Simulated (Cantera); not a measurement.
A freely propagating, adiabatic, planar premixed flame of H₂ : O₂ : N₂ = 1 : 0.5 : 1.88 (molar parts), unburnt at 450 K and 1.50 bar; mixture-averaged transport, grid criteria slope 0.08 and curve 0.16, no radiation.

Cantera simulation using the H2/O2 subset of GRI-Mech 3.0, which has no nitrogen chemistry; the numbers are that mechanism's predictions, not measurements. Burning velocities carry a grid error of a few per cent, more on coarse grids.

**Question.** How do the results move with these cheaper or finer settings: unity-Lewis-number transport; multicomponent transport; multicomponent+Soret transport; grid criteria slope 0.5, curve 1; grid criteria slope 0.25, curve 0.5; grid criteria slope 0.03, curve 0.06?

**Answer.** 
| setting | laminar burning velocity | thermal thickness | peak x(O) | peak x(H) | grid points |
|---|---|---|---|---|---|
| as above | 448 cm/s | 0.246 mm | 0.0107 | 0.0449 | 111 |
| unity-Lewis-number transport | 313 cm/s | 0.199 mm | 0.0113 | 0.0530 | 105 |
| multicomponent transport | 441 cm/s | 0.244 mm | 0.0107 | 0.0447 | 111 |
| multicomponent+Soret transport | 409 cm/s | 0.239 mm | 0.0106 | 0.0424 | 111 |
| grid criteria slope 0.5, curve 1 | 516 cm/s | 0.308 mm | 0.0110 | 0.0459 | 35 |
| grid criteria slope 0.25, curve 0.5 | 461 cm/s | 0.264 mm | 0.0110 | 0.0453 | 53 |
| grid criteria slope 0.03, curve 0.06 | 445 cm/s | 0.240 mm | 0.0107 | 0.0448 | 248 |
Unity Lewis numbers drop preferential diffusion, which matters most where H2 and H carry the flame; Soret adds thermal diffusion.
